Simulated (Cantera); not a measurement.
Oxide etching and cleaning by halides: CaO + HF + H2

Feed: 1 mol CaO, 24 mol HF, 31 mol H2, at 3.75 Torr.

These are equilibrium values from Cantera (NASA tables, ideal gas, pure condensed phases), not measurements of a reactor. Candidate condensed phases: Ca, CaF2, CaO, Ca(OH)2, H2O; 29 gas species. Kinetics and transport are ignored.

| T (K) | x H2 | x HF | x H2O | x CaF2 | n CaF2(s) | n CaF2(l) |
|---|---|---|---|---|---|---|
| 1098 | 0.574 | 0.407 | 0.0185 | 2.37e-9 | 1.00 | 0 |
| 1173 | 0.574 | 0.407 | 0.0185 | 4.48e-8 | 1.000 | 0 |
| 1248 | 0.574 | 0.407 | 0.0185 | 5.84e-7 | 1.000 | 0 |
| 1323 | 0.574 | 0.407 | 0.0185 | 5.60e-6 | 1.000 | 0 |
| 1398 | 0.574 | 0.407 | 0.0185 | 4.14e-5 | 0.998 | 0 |
| 1473 | 0.574 | 0.407 | 0.0185 | 0.000243 | 0.987 | 0 |
| 1548 | 0.573 | 0.407 | 0.0185 | 0.00117 | 0.937 | 0 |
| 1623 | 0.571 | 0.405 | 0.0184 | 0.00478 | 0.740 | 0 |
| 1698 | 0.563 | 0.400 | 0.0182 | 0.0168 | 0 | 0.0738 |
| 1773 | 0.561 | 0.399 | 0.0181 | 0.0181 | 0 | 0 |
| 1848 | 0.559 | 0.399 | 0.0181 | 0.0180 | 0 | 0 |
x: gas mole fraction; n: condensed amount in mol.

From 1098 K to 1623 K the condensed part is CaF2(s). At 1698 K the condensed part is CaF2(l). From 1773 K to 1848 K nothing is condensed.
